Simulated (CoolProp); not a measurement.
Vapour-liquid equilibrium of CH2F2 (R32) (1) + R1234yf (2) at 240.8 K; x and y are mole fractions of (1).

Model: multi-fluid Helmholtz-energy mixture model, Tillner-Roth 1997 and Lemmon 2022; pair parameters Bell 2023, in CoolProp.

```json
[
 {"x": "0.05", "bubble pressure, mixture model (MPa)": "0.1037", "bubble pressure, Raoult's law (MPa)": "0.09701", "y, mixture model": "0.178", "y, Raoult's law": "0.128"},
 {"x": "0.125", "bubble pressure, mixture model (MPa)": "0.1246", "bubble pressure, Raoult's law (MPa)": "0.1089", "y, mixture model": "0.362", "y, Raoult's law": "0.284"},
 {"x": "0.2", "bubble pressure, mixture model (MPa)": "0.1437", "bubble pressure, Raoult's law (MPa)": "0.1208", "y, mixture model": "…", "y, Raoult's law": "0.410"},
 {"x": "0.275", "bubble pressure, mixture model (MPa)": "0.1607", "bubble pressure, Raoult's law (MPa)": "0.1327", "y, mixture model": "0.575", "y, Raoult's law": "0.514"},
 {"x": "0.35", "bubble pressure, mixture model (MPa)": "0.1757", "bubble pressure, Raoult's law (MPa)": "0.1447", "y, mixture model": "0.642", "y, Raoult's law": "0.600"},
 {"x": "0.425", "bubble pressure, mixture model (MPa)": "…", "bubble pressure, Raoult's law (MPa)": "0.1566", "y, mixture model": "0.694", "y, Raoult's law": "0.673"},
 {"x": "0.5", "bubble pressure, mixture model (MPa)": "0.2000", "bubble pressure, Raoult's law (MPa)": "0.1685", "y, mixture model": "0.737", "y, Raoult's law": "0.736"},
 {"x": "0.575", "bubble pressure, mixture model (MPa)": "0.2098", "bubble pressure, Raoult's law (MPa)": "0.1804", "y, mixture model": "…", "y, Raoult's law": "0.790"},
 {"x": "0.65", "bubble pressure, mixture model (MPa)": "…", "bubble pressure, Raoult's law (MPa)": "0.1923", "y, mixture model": "0.809", "y, Raoult's law": "0.838"},
 {"x": "0.725", "bubble pressure, mixture model (MPa)": "…", "bubble pressure, Raoult's law (MPa)": "0.2042", "y, mixture model": "…", "y, Raoult's law": "0.880"},
 {"x": "0.8", "bubble pressure, mixture model (MPa)": "0.2332", "bubble pressure, Raoult's law (MPa)": "0.2161", "y, mixture model": "0.878", "y, Raoult's law": "0.918"},
 {"x": "0.875", "bubble pressure, mixture model (MPa)": "…", "bubble pressure, Raoult's law (MPa)": "0.2281", "y, mixture model": "0.917", "y, Raoult's law": "0.951"},
 {"x": "0.95", "bubble pressure, mixture model (MPa)": "0.2450", "bubble pressure, Raoult's law (MPa)": "0.2400", "y, mixture model": "0.963", "y, Raoult's law": "0.981"}
]
```

Fill in the missing entries.


- 0.2, y, mixture model: 0.486
- 0.425, bubble pressure, mixture model (MPa): 0.1887
- 0.575, y, mixture model: 0.775
- 0.65, bubble pressure, mixture model (MPa): 0.2184
- 0.725, bubble pressure, mixture model (MPa): 0.2262
- 0.725, y, mixture model: 0.843
- 0.875, bubble pressure, mixture model (MPa): 0.2395

The largest gap from Raoult's law is +21.4 % in bubble pressure, at x = 0.35. No azeotrope shows between x = 0.05 and 0.95.

The pair parameters rest on a limited set of measurements; away from them the model extrapolates.
